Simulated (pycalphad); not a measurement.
Computed with pycalphad from the COST 507 light-alloy database (1999), at 1 atm. The data set is of 1999 and partly superseded. Amounts are mole fractions of atoms.

Give the equilibrium state of Si-28.47Sn (at.%) at 1500 K.


```
T = 1500.00 K, P = 101325 Pa, N = 1 mol of atoms
G = -76915 J/mol, H = 37672 J/mol, S = 76.39 J/(mol K)  (SER reference)
chemical potentials (J/mol): Si -56966, Sn -127035
phase             fraction      x(Si)      x(Sn)
DIAMOND_A4          0.6600     1.0000   2.83e-07
LIQUID              0.3400     0.1628     0.8372
```

Give the equilibrium state of Si-28.47Sn (at.%) at 500 K.

DIAMOND_A4, fraction 0.715, with <0.01 Sn at.%; BCT_A5, fraction 0.285, with 100 Sn at.%.

DIAMOND_A4 is diamond (Si); BCT_A5 is bct (Sn).
